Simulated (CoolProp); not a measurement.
A closed Brayton cycle with carbon dioxide: compressor inlet 329.15 K and 9 MPa, high pressure 20 MPa, turbine inlet 740 K, compressor efficiency 0.89, turbine efficiency 0.85, recuperator effectiveness 0.8 (on enthalpy, no pinch check). Each further row changes one setting.

Values from CoolProp's reference Helmholtz-energy equation of state, Span 1996.

```
case                           thermal efficiency (%)  net work (kJ/kg)  compressor to turbine work  compressor exit (K)  turbine exit (K)
-----------------------------  ----------------------  ----------------  --------------------------  -------------------  ----------------
as stated                                        23.4              51.4                        0.42                393.5             654.1
turbine inlet 690 K                              22.0              44.3                        0.46                393.5             607.2
compressor inlet 339.15 K                        22.4              46.3                        0.48                408.6             654.1
high pressure 17 MPa                             21.4              43.0                        0.40                380.2             671.3
recuperator effectiveness 0.5                    16.5              51.4                        0.42                393.5             654.1
```
